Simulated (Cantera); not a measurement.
A perfectly stirred reactor is fed with 12.8 % CH4, 18.3 % O2, 68.8 % N2, equivalence ratio 1.4, at 0.360 bar; it is adiabatic with a 698 K inlet, and is followed from long to short residence time, starting on the burning branch (τ in s: 0.4, 0.18, 0.086, 0.04, 0.019, 0.0088, 0.0041, 0.0019, 0.0009, 0.00042, 0.0002, 9.2e-05).

Detailed kinetics in Cantera: GRI-Mech 3.0 (53 species, 325 reactions).

**Question.** Predict: blow-out, bracketed by the residence times tried; x(CH4) at τ = 0.400 s; x(O2) at τ = 0.400 s; x(CH2) at τ = 0.400 s; x(CH4) at τ = 4.10 ms; x(O2) at τ = 4.10 ms; x(C2H6) at τ = 4.10 ms; x(CH2) at τ = 4.10 ms; x(C2H) at τ = 4.10 ms.

**Answer.** 
```json
{
  "blow_out_bracketed_by_the_residence_times_tried": "burning at 0.200 ms, out at 92.0 µs",
  "x(CH4) at τ = 0.400 s": "5.80e-6",
  "x(O2) at τ = 0.400 s": "0.000117",
  "x(CH2) at τ = 0.400 s": "2.59e-7",
  "x(CH4) at τ = 4.10 ms": "0.000122",
  "x(O2) at τ = 4.10 ms": "0.00127",
  "x(C2H6) at τ = 4.10 ms": "3.81e-9",
  "x(CH2) at τ = 4.10 ms": "8.00e-6",
  "x(C2H) at τ = 4.10 ms": "2.33e-8"
}
```
